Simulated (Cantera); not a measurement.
**Low-pressure radical oxidation in H2/O2**

A perfectly stirred reactor is fed with 30.6 % H₂, 69.4 % O₂, at 20.0 Torr; it is held at 1250 K, and followed from long to short residence time.

Computed with Cantera and the H2/O2 subset of GRI-Mech 3.0, which has no nitrogen chemistry. Radical loss at walls, strong at low pressure, is not modelled. The temperature is held fixed by assumption; the heat of reaction is taken as removed at once.

| τ (s) | x H₂ | x O₂ | x OH | x O | x H₂O₂ |
|---|---|---|---|---|---|
| 17 | 9.03e-5 | 0.639 | 0.000828 | 0.000187 | 1.94e-7 |
| 4.7 | 0.000212 | 0.638 | 0.00128 | 0.000445 | 3.13e-7 |
| 1.3 | 0.000492 | 0.638 | 0.00196 | 0.00105 | 4.83e-7 |
| 0.36 | 0.00113 | 0.636 | 0.00302 | 0.00248 | 7.07e-7 |
| 0.10 | 0.00255 | 0.633 | 0.00463 | 0.00574 | 9.63e-7 |
| 0.028 | 0.00559 | 0.625 | 0.00701 | 0.0129 | 1.18e-6 |
| 0.0076 | 0.0119 | 0.609 | 0.0103 | 0.0278 | 1.25e-6 |
| 0.0021 | 0.0226 | 0.583 | 0.0138 | 0.0499 | 1.12e-6 |
| 0.00058 | 0.0407 | 0.567 | 0.0164 | 0.0627 | 1.01e-6 |
x: mole fraction; the columns are a selection and need not sum to one.
